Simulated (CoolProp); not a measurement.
Model: reference Helmholtz-energy equation of state, Lemmon 2006, in CoolProp. It is a short technical equation, of lower accuracy than the large ones.

Question: For C2F6 (R116), give the phase and the Prandtl number at 408.7 K and 0.955 bar; 238.3 K and 0.355 bar; 260.8 K and 3.25 bar.

Answer: 
- 408.7 K and 0.955 bar: gas; Prandtl number 0.744
- 238.3 K and 0.355 bar: gas; Prandtl number 0.736
- 260.8 K and 3.25 bar: gas; Prandtl number 0.748

Viscosity comes from a separate model (Huber 2003), an estimate that may be off by 10 % or more. Thermal conductivity comes from a separate model (Huber 2003), an estimate that may be off by 10 % or more.
